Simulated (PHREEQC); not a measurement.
Solution A (8.5 mmol/kgw H3PO4) is mixed with solution B (0.0035 mol NaHS per kg of water) at 35 °C; shares are by mass of water, 1 kg in all. The system is closed to oxygen. CO2 from the air is kept out. Nothing may precipitate in this run.

The series has 11 steps of share of solution B, from 0 to 1.

Computed with PHREEQC (ion-association model, phreeqc.dat).

### Question
Between which two steps does the pH jump most, and from what to what?

### Answer
Between share of solution B = 0.7 and 0.8: from 4.13 to 6.41.

Species that the database lacks are ignored.
